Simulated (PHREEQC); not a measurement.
A solution holds 0.012 mol/kgw NaHS and 0.11 mol/kgw NaHCO3, at 20 °C. Closed to the air; pH follows from the charge balance.

The numbers come from PHREEQC with the ion-association model, wateq4f.dat.

Question: The ionic strength comes out as 0.118 mol/kgw. What activity coefficients do CO3-2, HS-, OH-, Na+, HCO3- get?

Answer: CO3-2 0.37, HS- 0.75, OH- 0.75, Na+ 0.77, HCO3- 0.78.

This is a speciation only: nothing precipitates in the calculation. Complexes and solids missing from the database can't appear. The polysulfide entries of wateq4f.dat were taken out for this run.
